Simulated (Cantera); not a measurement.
A Cantera script and what it prints.

```python
import numpy as np
import cantera as ct

gas_names = [...]  # 110 gases of nasa_gas.yaml made of C, H, O
cond_names = """
    C(gr) C6H6(L) C7H8(L) C8H18(L),n-octa H2O(s) H2O(L)
""".split()


# ... load() reads the species with a 1 bar reference pressure and builds the phases ...
atoms = {
    'n-butane': {'C': 4, 'H': 10},
    'O2': {'O': 2},
}
top_T = {'C(gr)': 4500}  # K; cautious upper limits of use, not melting points


# ... equilibrate(T, P, feed) seeds the gas with the atoms and calls Mixture.equilibrate('TP', solver="vcs", rtol=1e-11, max_steps=5000) ...
results = []
feed = {'n-butane': 1, 'O2': 0.29}  # mol
T = 2798  # K
P = 29000  # Pa
mix = equilibrate(T, P, feed)
results.append((T, P, feed, dict(zip(mix.species_names, mix.species_moles))))
x = sorted(zip(gas.X, gas.species_names), reverse=True)
print(f"T = {T:g} K  P = {P:g} Pa  gas = {mix.phase_moles(0):.4g} mol")
print("   x: " + "  ".join(f"{s} {v:.3e}" for v, s in x if v > 0.001))
print("   condensed (mol): " + ("  ".join(f"{mix.phase(i).name} {mix.phase_moles(i):.4g}"
      for i in range(1, mix.n_phases) if mix.phase_moles(i) > 1e-12) or "none"))
```

Result:

```
T = 2798 K  P = 29000 Pa  gas = 5.971 mol
   x: H2 7.466e-01  H 1.304e-01  CO 9.713e-02  C2H2,acetylene 2.474e-02
   condensed (mol): C(gr) 3.106
```

These are equilibrium values from Cantera (NASA tables, ideal gas, pure condensed phases), not measurements of a reactor.
